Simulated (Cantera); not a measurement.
Feed: 1 mol CS2, 0.15 mol SO2, 0.46 mol O2, equilibrated at 3475 K and 4580 Torr.

Equilibrium computed with Cantera from the NASA thermochemical tables; the gas is ideal and each condensed phase is pure. Candidate condensed phases: C, S; 22 gas species. Equilibrium is a limit: real reactors are often held back by kinetics, nucleation or transport.

Base state: CO 0.409, S2 0.312, S 0.190, SO 0.0721, CO2 0.00634, SO2 0.00503, S2O 0.00184, O 0.00173 (mole fractions); condensed: gas only.

Problem. What changes in the equilibrium state with this change: 0.013 mol NH3 added?

Solution. 
```csv
species,before,after
CO,0.409,0.403
S2,0.312,0.304
S,0.190,0.188
SH,0,0.00726
H,0,0.00644
SO,0.0721,0.0707
N2,0,0.00256
H2,0,0.000814
OH,0,0.000372
```
Further candidate phases: C6H6, C7H8, C8H18, H2O, H2SO4.

Problem. What changes in the equilibrium state with this change: temperature from 3475 K to 2173.15 K?

Solution. 
| species | before | after |
|---|---|---|
| S2 | 0.312 | 0.491 |
| CO | 0.409 | 0.404 |
| CO2 | 0.00634 | 0.0634 |
| S | 0.190 | 0.00256 |
| SO | 0.0721 | 0.0107 |
| COS | 0.00151 | 0.0100 |
| SO2 | 0.00503 | 0.0133 |
| O | 0.00173 | 2.93e-7 |
| O2 | 8.53e-5 | 1.01e-7 |
| CS | 0.000386 | 1.57e-5 |
